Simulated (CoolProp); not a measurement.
A closed Brayton cycle with carbon dioxide: compressor inlet 321.15 K and 7.8 MPa, high pressure 16.1 MPa, turbine inlet 620 K, compressor efficiency 0.8, turbine efficiency 0.9, recuperator effectiveness 0.95 (on enthalpy, no pinch check). Each further row changes one setting.

Computed with CoolProp (reference Helmholtz-energy equation of state, Span 1996).

```csv
case,thermal efficiency (%),net work (kJ/kg),compressor to turbine work,compressor exit (K),turbine exit (K)
as stated,?,32.5,0.53,382.3,545.8
turbine inlet 570 K,?,?,0.59,382.3,498.7
compressor inlet 331.15 K,21.1,27.5,0.60,396.8,545.8
high pressure 13.7 MPa,23.0,27.2,0.51,368.3,562.2
recuperator effectiveness 0.5,14.4,32.5,0.53,382.3,545.8
```

Fill in the missing entries.


- as stated, thermal efficiency (%): 23.2
- turbine inlet 570 K, thermal efficiency (%): 19.4
- turbine inlet 570 K, net work (kJ/kg): 25.3
